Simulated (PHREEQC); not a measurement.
A solution holds 0.011 mol/kgw HF, 0.00054 mol/kgw NH4F and 0.00082 mol/kgw H2SO4, at 20 °C. Closed to the air; pH follows from the charge balance.

Equilibrium calculation in PHREEQC: ion-association model, wateq4f.dat.

```tsv
quantity	before	after
pH	2.52	2.70
ionic strength (mol/kgw)	0.00447	0.00272
HF (mol/kgw)	0.00869	0.00405
F- (mol/kgw)	0.00223	0.00157
SO4-2 (mol/kgw)	0.000671	0.000357
H2F2 (mol/kgw)	0.000236	5.11e-5
```

Q: What was changed between the two runs?
A) diluted 2-fold with water
B) NH4F from 0.00054 to 0.00027 mol/kgw
C) H2SO4 from 0.00082 to 0.00164 mol/kgw
D) NH4F left out
E) NH4F replaced by HBF4 at the same molality

A: A, diluted 2-fold with water

No solid was allowed to form.
